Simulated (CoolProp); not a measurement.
Ethylene at several states: fugacity coefficient from the reference equation and from simpler models built on Tc = 282.4 K, pc = 5.042 MPa, ω = 0.087; each cubic takes its own stable root.

Computed with CoolProp (reference Helmholtz-energy equation of state, Smukala 2000).

```csv
T (K),p (MPa),phase,reference
207.3,13.2,liquid,0.06122
110.7,0.0132,liquid,0.02802
195.3,0.596,liquid,0.5836
```

Question: How far does each simpler model (van der Waals, Soave-Redlich-Kwong, Peng-Robinson) lie from the reference over these 3 states: mean and median of the absolute difference, and the worst?

Answer: 
- van der Waals: mean 1212.1 %, median 133.1 %, worst +3446.0 % at 110.7 K and 0.0132 MPa
- Soave-Redlich-Kwong: mean 1.1 %, median 0.5 %, worst +2.5 % at 207.3 K and 13.2 MPa
- Peng-Robinson: mean 7.8 %, median 3.1 %, worst +20.1 % at 110.7 K and 0.0132 MPa

At some of these states van der Waals gives the other phase, because its saturation line lies elsewhere.
